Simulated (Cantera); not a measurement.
Input: 1 mol CH3SiCl3, 87 mol H2, 0.18 mol C3H8, at 0.0620 bar.

Equilibrium computed with Cantera from the NASA thermochemical tables; the gas is ideal and each condensed phase is pure. Candidate condensed phases: C, C6H6, C7H8, C8H18, Si, SiC; 109 gas species. The feed counts by its element totals alone. The numbers say what is thermodynamically allowed, not how fast it happens. All values below are at 1602 °C.

Base state: H2 0.964, HCl 0.0327, H 0.00258, C2H2 (acetylene) 0.000305, SiCl2 0.000104, Cl 6.65e-5, CH4 3.49e-5 (mole fractions); condensed: C(graphite) + SiC(s).

### Question
What changes in the equilibrium state with this change: H2 from 87 to 3 mol?

### Answer
```json
[
 {"species": "H2", "before": "0.964", "after": "0.579"},
 {"species": "HCl", "before": "0.0327", "after": "0.392"},
 {"species": "SiCl2", "before": "0.000104", "after": "0.0248"},
 {"species": "SiCl4", "before": "1.37e-9", "after": "7.76e-5"},
 {"species": "SiCl3", "before": "3.18e-7", "after": "0.00117"},
 {"species": "SiHCl3", "before": "1.21e-8", "after": "3.43e-5"},
 {"species": "C(graphite), mol", "before": "0.491", "after": "0.713"},
 {"species": "SiC(s), mol", "before": "0.990", "after": "0.825"}
]
```
The tables' values for SiCl3, SiCl are old estimates; treat these amounts as uncertain.
